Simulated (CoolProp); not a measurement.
The numbers come from the reference Helmholtz-energy equation of state, Lemmon 2004 in CoolProp. It is a short technical equation, of lower accuracy than the large ones.

**Question.** For n-dodecane, give the phase and the cv (kJ/(kg K)), speed of sound (m/s), conductivity (mW/(m K)), Prandtl number at 336.5 K and 0.0108 MPa; 297.6 K and 1.15 MPa; 508 K and 0.0282 MPa.

**Answer.** 
- 336.5 K and 0.0108 MPa: liquid; cv 1.96, speed of sound 1130, conductivity 126, Prandtl number 14.2
- 297.6 K and 1.15 MPa: liquid; cv 1.81, speed of sound 1290, conductivity 136, Prandtl number 22.6
- 508 K and 0.0282 MPa: gas; cv 2.49, speed of sound 156, conductivity 25.8, Prandtl number 0.766

Viscosity comes from a separate model (Huber 2004). Thermal conductivity comes from a separate model (Huber 2004).
